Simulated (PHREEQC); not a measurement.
Solution (25 °C): 0.0037 mol HBr and 0.00038 mol MnSO4 per kg of water. Closed to the air; pH follows from the charge balance.

Model: ion-association model, phreeqc.dat, run in PHREEQC.

No solid was allowed to form.

Question: Order these S species by the share of S that they hold, largest first: MnSO4, SO4-2, HSO4-.

Answer: SO4-2 (77 %), HSO4- (20 %), MnSO4 (2.8 %)

The pH is 2.47 and the ionic strength 0.00502 mol/kgw.
